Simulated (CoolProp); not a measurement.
n-octane at several states: fugacity coefficient from the reference equation and from simpler models built on Tc = 295.6 °C, pc = 2.484 MPa, ω = 0.398; each cubic takes its own stable root.

Computed with CoolProp (reference Helmholtz-energy equation of state, Beckmüller 2019).

| T (°C) | p (MPa) | phase | reference | van der Waals | Redlich-Kwong | Soave-Redlich-Kwong | Peng-Robinson |
|---|---|---|---|---|---|---|---|
| 212.35 | 13.6 | liquid | 0.08222 | 0.2067 | 0.1236 | 0.09385 | 0.08412 |
| -35.95 | 2.56 | liquid | 9.548e-6 | 0.009945 | 0.0001524 | 9.863e-6 | 1.186e-5 |
| 124.35 | 7.96 | liquid | 0.01805 | 0.1097 | 0.04179 | 0.01943 | 0.01834 |
